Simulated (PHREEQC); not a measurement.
Solution (80 °C): 25 mmol/kgw Cu(NO3)2, 64 mmol/kgw H2SO4 and 0.16 mmol/kgw H3BO3. Closed to the air; pH follows from the charge balance.

The numbers come from PHREEQC with the ion-association model, phreeqc.dat.

Task: The ionic strength comes out as 0.144 mol/kgw. What activity coefficients do SO4-2, H+, HSO4-, Cu+2, NO3- get?

Result: SO4-2 0.29, H+ 0.79, HSO4- 0.74, Cu+2 0.32, NO3- 0.70.

This is a speciation only: nothing precipitates in the calculation. Constants without temperature data keep their 25 °C values here.
